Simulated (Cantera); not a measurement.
An isothermal, constant-pressure homogeneous reactor starts with CO : O₂ : H₂O : N₂ = 0.0035 : 0.0033 : 0.0014 : 1 (molar parts), equivalence ratio 0.53, at 898 K and 0.470 bar. Integrator tolerance rtol = 1e-08.

Cantera simulation using GRI-Mech 3.0 (53 species, 325 reactions); the numbers are that mechanism's predictions, not measurements.

### Question
What does this change do: pressure from 0.470 bar to 0.660 bar?

### Answer
```
quantity                                            before                                     after
----------------  ----------------------------------------  ----------------------------------------
x(CO) at 50.0 s     0.00273 (gas-phase equilibrium <1e-12)    0.00293 (gas-phase equilibrium <1e-12)
x(O₂) at 50.0 s    0.00291 (gas-phase equilibrium 0.00154)   0.00300 (gas-phase equilibrium 0.00154)
x(H₂O) at 50.0 s   0.00138 (gas-phase equilibrium 0.00139)   0.00138 (gas-phase equilibrium 0.00139)
x(NO₂) at 50.0 s  2.06e-11 (gas-phase equilibrium 6.03e-9)  1.38e-11 (gas-phase equilibrium 7.15e-9)
x(HO₂) at 50.0 s    3.57e-7 (gas-phase equilibrium <1e-12)    3.18e-7 (gas-phase equilibrium <1e-12)
x(CO₂) at 50.0 s  0.000744 (gas-phase equilibrium 0.00348)  0.000545 (gas-phase equilibrium 0.00348)
x(H) at 50.0 s      1.28e-8 (gas-phase equilibrium <1e-12)    4.67e-9 (gas-phase equilibrium <1e-12)
```

### Question
What does this change do: 0.004 parts CH4 added?

### Answer
| quantity | before | after |
|---|---|---|
| x(CO) at 50.0 s | 0.00273 (gas-phase equilibrium <1e-12) | 0.00346 (gas-phase equilibrium 0.00501) |
| x(O₂) at 50.0 s | 0.00291 (gas-phase equilibrium 0.00154) | 0.00326 (gas-phase equilibrium <1e-12) |
| x(H₂O) at 50.0 s | 0.00138 (gas-phase equilibrium 0.00139) | 0.00138 (gas-phase equilibrium 0.00156) |
| x(NO₂) at 50.0 s | 2.06e-11 (gas-phase equilibrium 6.03e-9) | <1e-12 (gas-phase equilibrium <1e-12) |
| x(HO₂) at 50.0 s | 3.57e-7 (gas-phase equilibrium <1e-12) | 6.10e-11 (gas-phase equilibrium <1e-12) |
| x(CO₂) at 50.0 s | 0.000744 (gas-phase equilibrium 0.00348) | 7.04e-8 (gas-phase equilibrium 0.00237) |
| x(H) at 50.0 s | 1.28e-8 (gas-phase equilibrium <1e-12) | <1e-12 (gas-phase equilibrium 1.41e-11) |
Below about 1000 K GRI-Mech 3.0 lacks low-temperature oxidation paths.

### Question
What does this change do: H2O 0.0014 to 0.01 parts?

### Answer
| quantity | before | after |
|---|---|---|
| x(CO) at 50.0 s | 0.00273 (gas-phase equilibrium <1e-12) | 0.000545 (gas-phase equilibrium <1e-12) |
| x(O₂) at 50.0 s | 0.00291 (gas-phase equilibrium 0.00154) | 0.00181 (gas-phase equilibrium 0.00153) |
| x(H₂O) at 50.0 s | 0.00138 (gas-phase equilibrium 0.00139) | 0.00983 (gas-phase equilibrium 0.00985) |
| x(NO₂) at 50.0 s | 2.06e-11 (gas-phase equilibrium 6.03e-9) | 5.25e-11 (gas-phase equilibrium 5.96e-9) |
| x(HO₂) at 50.0 s | 3.57e-7 (gas-phase equilibrium <1e-12) | 3.96e-7 (gas-phase equilibrium <1e-12) |
| x(CO₂) at 50.0 s | 0.000744 (gas-phase equilibrium 0.00348) | 0.00290 (gas-phase equilibrium 0.00345) |
| x(H) at 50.0 s | 1.28e-8 (gas-phase equilibrium <1e-12) | 2.30e-8 (gas-phase equilibrium <1e-12) |
